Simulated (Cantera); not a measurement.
Input (Python, Cantera) and output of one run.

```python
import numpy as np
import cantera as ct

gas_names = [...]  # 62 gases of nasa_gas.yaml made of F, H, N, O, S
cond_names = """
    H2O(s) H2O(L) H2SO4(L) S(cr1) S(cr2) S(L)
""".split()


# ... load() reads the species with a 1 bar reference pressure and builds the phases ...
atoms = {
    'NF3': {'N': 1, 'F': 3},
    'SO2': {'S': 1, 'O': 2},
    'H2': {'H': 2},
}
top_T = {}  # K; cautious upper limits of use, not melting points


# ... equilibrate(T, P, feed) seeds the gas with the atoms and calls Mixture.equilibrate('TP', solver="vcs", rtol=1e-11, max_steps=5000) ...
results = []
T = 2575  # K
P = 8100000  # Pa
for m in [0.042, 0.054, 0.069, 0.089, 0.11, 0.15, 0.19, 0.24, 0.31, 0.39, 0.51, 0.65]:
    feed = {'NF3': 1, 'SO2': m, 'H2': 4.1}  # mol
    mix = equilibrate(T, P, feed)
    results.append((T, P, feed, dict(zip(mix.species_names, mix.species_moles))))

top = {s: max(r[3][s] / sum(r[3][g] for g in gas_names) for r in results) for s in gas_names}
cols = sorted((s for s in top if top[s] > 1e-06), key=lambda s: -top[s])[:7]
seen = [c for c in cond_names if any(r[3].get(c, 0) > 1e-12 for r in results)]
print("log10 of partial pressures in bar; condensed amounts in mol")
print(f"{'n(SO2)':>10s}" + "".join(f"{s[:9]:>10s}" for s in cols + seen))
for T, P, feed, n in results:
    ng = sum(n[g] for g in gas_names)
    print(f"{feed['SO2']:10.4g}" + "".join(f"{np.log10(max(n[s] / ng * P / 1e5, 1e-99)):10.3f}" for s in cols)
          + "".join(f"{n.get(c, 0):10.4g}" for c in seen))
```

Output:

```
log10 of partial pressures in bar; condensed amounts in mol
    n(SO2)        HF        H2       H2O        N2       H2S        S2        SH
     0.042     1.599     1.515     0.046     0.821    -0.345    -2.207    -1.063
     0.054     1.599     1.509     0.155     0.821    -0.239    -1.984    -0.954
     0.069     1.599     1.501     0.261     0.821    -0.138    -1.766    -0.849
     0.089     1.599     1.491     0.371     0.821    -0.034    -1.537    -0.740
      0.11     1.599     1.480     0.463     0.821     0.050    -1.346    -0.650
      0.15     1.598     1.458     0.596     0.820     0.170    -1.064    -0.520
      0.19     1.598     1.435     0.698     0.820     0.256    -0.847    -0.423
      0.24     1.597     1.407     0.797     0.819     0.334    -0.632    -0.329
      0.31     1.595     1.365     0.905     0.817     0.410    -0.397    -0.233
      0.39     1.593     1.315     0.999     0.815     0.463    -0.191    -0.155
      0.51     1.589     1.238     1.104     0.811     0.501     0.038    -0.079
      0.65     1.583     1.148     1.189     0.805     0.502     0.221    -0.032
```

Equilibrium computed with Cantera from the NASA thermochemical tables; the gas is ideal and each condensed phase is pure. The ideal-gas law is rough above about 30 bar.
